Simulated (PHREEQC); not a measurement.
Solution (20 °C): 0.024 mol CaCl2, 4.6e-05 mol Na2SO4 and 1.1e-05 mol H4SiO4 per kg of water. Closed to the air; pH follows from the charge balance.

Equilibrium calculation in PHREEQC: Pitzer model, pitzer.dat.

Each row changes one thing in this solution. This is a speciation only: nothing precipitates in the calculation.

| case | pH | H3SiO4- (mol/kgw) | SI of SiO2(a) (SiO2) |
|---|---|---|---|
| as made | 7.01 | 1.89e-8 | -2.25 |
| Na2SO4 from 4.6e-05 to 4.6e-06 mol/kgw | 7.01 | 1.89e-8 | -2.25 |
| Na2SO4 from 4.6e-05 to 6.9e-05 mol/kgw | 7.01 | 1.89e-8 | -2.25 |
| Na2SO4 left out | 7.01 | 1.89e-8 | -2.25 |
| H4SiO4 from 1.1e-05 to 0.00011 mol/kgw | 6.82 | 1.22e-7 | -1.25 |
| CaCl2 left out | 7.04 | 1.52e-8 | -2.25 |
| Na2SO4 from 4.6e-05 to 9.2e-06 mol/kgw | 7.01 | 1.89e-8 | -2.25 |

Species that the database lacks are ignored.
